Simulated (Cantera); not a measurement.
Feed: 1 mol MgO, 6.4 mol F2, 32 mol H2, equilibrated at 1098 K and 0.0100 bar.

Method: chemical equilibrium by Gibbs-energy minimisation in Cantera with the NASA 1993 tables (ideal gas, pure condensed phases). Candidate condensed phases: H2O, Mg, MgF2, MgO, Mg(OH)2; 31 gas species. Kinetics and transport are ignored.

Base state: H2 0.684, HF 0.289, H2O 0.0267 (mole fractions); condensed: MgF2(s).

### Question
What changes in the equilibrium state with this change: temperature from 1098 K to 1773.15 K?

### Answer
| species | before | after |
|---|---|---|
| H2 | 0.684 | 0.662 |
| HF | 0.289 | 0.290 |
| H2O | 0.0267 | 0.0227 |
| MgF2 | 8.81e-8 | 0.0206 |
| Mg | <1e-9 | 0.00113 |
| MgF | <1e-9 | 0.000999 |
| H | 2.05e-7 | 0.00232 |
| MgF2(s), mol | 1.000 | 0 |
| MgO(s), mol | 0 | 0.126 |

### Question
What changes in the equilibrium state with this change: temperature from 1098 K to 1800 K?

### Answer
```tsv
species	before	after
H2	0.684	0.660
HF	0.289	0.287
H2O	0.0267	0.0247
MgF2	8.81e-8	0.0217
H	2.05e-7	0.00291
Mg	<1e-9	0.00168
MgF	<1e-9	0.00132
MgF2(s), mol	1.000	0
MgO(s), mol	0	0.0476
```
